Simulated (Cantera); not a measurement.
A Cantera script and what it prints.

```python
import numpy as np
import cantera as ct

gas_names = [...]  # 139 gases of nasa_gas.yaml made of C, H, N, O, Pb
cond_names = """
    C(gr) C6H6(L) C7H8(L) C8H18(L),n-octa H2O(s) H2O(L) Pb(cr) Pb(L) PbO(rd) PbO(yw) PbO(L) PbO2(s)
    Pb3O4(s)
""".split()


# ... load() reads the species with a 1 bar reference pressure and builds the phases ...
atoms = {
    'PbO': {'Pb': 1, 'O': 1},
    'CO': {'C': 1, 'O': 1},
    'N2': {'N': 2},
    'H2': {'H': 2},
}
top_T = {'C(gr)': 4500, 'Pb3O4(s)': 820}  # K; cautious upper limits of use, not melting points


# ... equilibrate(T, P, feed) seeds the gas with the atoms and calls Mixture.equilibrate('TP', solver="vcs", rtol=1e-11, max_steps=5000) ...
results = []
feed = {'PbO': 1, 'CO': 0.14, 'N2': 0.91, 'H2': 1.8}  # mol
T = 1575  # K
P = 82  # Pa
mix = equilibrate(T, P, feed)
results.append((T, P, feed, dict(zip(mix.species_names, mix.species_moles))))
print(gas.report(threshold=1e-05))
for i in range(1, mix.n_phases):
    print(f"{mix.phase(i).name:16s} {mix.phase_moles(i):12.5e} mol")
```

Output:

```
       temperature   1575 K
          pressure   82 Pa
           density   0.00041662 kg/m^3
  mean mol. weight   66.533 kg/kmol
   phase of matter   gas

                          1 kg             1 kmol
                     ---------------   ---------------
          enthalpy        3.5159e+05        2.3392e+07  J
   internal energy        1.5476e+05        1.0297e+07  J
           entropy            4446.6        2.9584e+05  J/K
    Gibbs function       -6.6517e+06       -4.4256e+08  J
 heat capacity c_p             520.6             34637  J/K
 heat capacity c_v            395.64             26323  J/K

                      mass frac. Y      mole frac. X     chem. pot. / RT
                     ---------------   ---------------   ---------------
                CO          0.010976          0.026072            -46.11
               CO2         0.0067987          0.010278            -72.17
                 H        1.0262e-05        0.00067737           -13.688
                H2         0.0066012           0.21786           -27.376
               H2O          0.067465           0.24916           -53.436
                N2          0.099487           0.23628           -34.712
                OH        7.1937e-06        2.8143e-05           -39.748
                Pb           0.80804           0.25947           -16.777
               PbO        0.00061039        0.00018195           -42.837
     [ +130 minor]        4.8589e-06        1.2663e-06

C(gr)             0.00000e+00 mol
Pb(L)             0.00000e+00 mol
PbO(L)            0.00000e+00 mol
```

Equilibrium computed with Cantera from the NASA thermochemical tables; the gas is ideal and each condensed phase is pure.
